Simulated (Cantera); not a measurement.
A perfectly stirred reactor is fed with 35.0 % H2, 12.5 % O2, 46.9 % N2, 5.60 % H2O, equivalence ratio 1.4, at 0.370 bar; it is adiabatic with a 675 K inlet, and is followed from long to short residence time, starting on the burning branch (τ in s: 0.5, 0.22, 0.1, 0.045, 0.02, 0.0089, 0.004, 0.0018, 0.00079, 0.00035, 0.00016, 7.1e-05, 3.2e-05).

Detailed kinetics in Cantera: the H2/O2 subset of GRI-Mech 3.0, which has no nitrogen chemistry.

One state of this run: T (K) = 2310; x H2 = 0.112; x O2 = 0.00112; x H2O = 0.333; x OH = 0.00822; x H2O2 = 4.40e-8; x H = 0.0168. x: mole fraction; the columns are a selection and need not sum to one.

**Question.** Which value of τ (s) does it belong to?
A. 0.10
B. 0.00079
C. 0.020
D. 3.2e-5

**Answer.** C, 0.020
